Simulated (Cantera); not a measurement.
Si₃N₄ + F₂ + N₂ (nitride etching)

Input: 1 mol Si₃N₄, 4.1 mol F₂, 0.44 mol N₂, at 950 K and 4.20 Pa.

Equilibrium computed with Cantera from the NASA thermochemical tables; the gas is ideal and each condensed phase is pure. Candidate condensed phases: Si, Si₃N₄; 16 gas species. The tables' values for SiF₃ are old estimates; treat these amounts as uncertain. The numbers say what is thermodynamically allowed, not how fast it happens.

The x(SiF₄) is 0.531, the x(N₂) is 0.468 and the x(SiF₃) comes out as 0.000145. The n(Si₃N₄(s)) is 0.317 mol and the gas amount comes out as 3.857 mol. The log10 activity of Si(s) (absent) comes out as -4.74.
